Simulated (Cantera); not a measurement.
An isothermal, constant-pressure homogeneous reactor starts with 18.9 % H₂, 78.6 % O₂, 2.59 % H₂O, equivalence ratio 0.12, at 998 K and 3700 Pa.

Detailed kinetics in Cantera: GRI-Mech 3.0 (53 species, 325 reactions). Radical loss at walls, strong at low pressure, is not modelled. The temperature is held fixed by assumption; the heat of reaction is taken as removed at once.

One state of this run: x H₂ = 1.19e-6; x O₂ = 0.763; x H = 1.54e-8; x H₂O = 0.237; x O = 1.80e-6. x: mole fraction; the columns are a selection and need not sum to one.

**Question.** Which value of t (s) does it belong to?
A. 0.00156
B. 0.184
C. 4.00e-6
D. 0.00514

**Answer.** B, 0.184
